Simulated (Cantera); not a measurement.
Feed: 1 mol MgSO4, 0.089 mol H2O, at 2025 K and 0.200 bar.

These are equilibrium values from Cantera (NASA tables, ideal gas, pure condensed phases), not measurements of a reactor. Candidate condensed phases: H2O, H2SO4, Mg, MgO, Mg(OH)2, MgS, MgSO4, S; 26 gas species. Equilibrium is a limit: real reactors are often held back by kinetics, nucleation or transport.

**Question.** What is the equilibrium state?

**Answer.** 
| Quantity | Value |
|---|---|
| x(SO2) | 0.627 |
| x(O2) | 0.313 |
| x(H2O) | 0.0544 |
| x(OH) | 0.00282 |
| x(O) | 0.00101 |
| x(SO3) | 0.000823 |
| x(SO) | 0.000466 |
| x(H2) | 7.57e-5 |
| x(H) | 3.74e-5 |
| n(MgO(s)) | 1.000 mol |
| gas amount | 1.591 mol |
| log10 activity of S(l) (absent) | -6.81 |
| log10 activity of Mg(l) (absent) | -9.07 |
